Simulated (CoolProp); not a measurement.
R124 along the isotherm 377.3 K: density (kg/m³) from the reference equation and from simpler models built on Tc = 395.4 K, pc = 3.624 MPa, ω = 0.288; each cubic takes its own stable root.

The numbers come from the reference Helmholtz-energy equation of state, de Vries 1995 in CoolProp.

| p (MPa) | phase | reference |
|---|---|---|
| 1.29 | gas | 67.15 |
| 3.88 | liquid | 1022 |
| 5.18 | liquid | 1056 |
| 6.47 | liquid | 1081 |
| 7.77 | liquid | 1102 |
| 9.06 | liquid | 1120 |
| 10.4 | liquid | 1137 |
| 11.7 | liquid | 1151 |
| 12.9 | liquid | 1163 |
| 14.2 | liquid | 1175 |
| 15.5 | liquid | 1186 |
| 16.8 | liquid | 1196 |
| 18.1 | liquid | 1206 |

Task: How far does each simpler model (Soave-Redlich-Kwong, Peng-Robinson) lie from the reference over these 13 states: mean and median of the absolute difference, and the worst?

Result: 
- Soave-Redlich-Kwong: mean 9.4 %, median 9.1 %, worst -15.7 % at 377.3 K and 3.88 MPa
- Peng-Robinson: mean 2.3 %, median 2.1 %, worst -5.4 % at 377.3 K and 3.88 MPa
